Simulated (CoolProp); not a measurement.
Values from CoolProp's reference Helmholtz-energy equation of state, Beckmüller 2019.

### Question
For n-octane, give the phase and the cp (kJ/(kg K)), speed of sound (m/s), isothermal compressibility (1/MPa), Prandtl number at 410.7 K and 0.546 MPa.

### Answer
- 410.7 K and 0.546 MPa: liquid; cp 2.70, speed of sound 737, isothermal compressibility 0.00375, Prandtl number 5.30

Viscosity comes from a separate model (Huber 2004). Thermal conductivity comes from a separate model (Huber 2005).
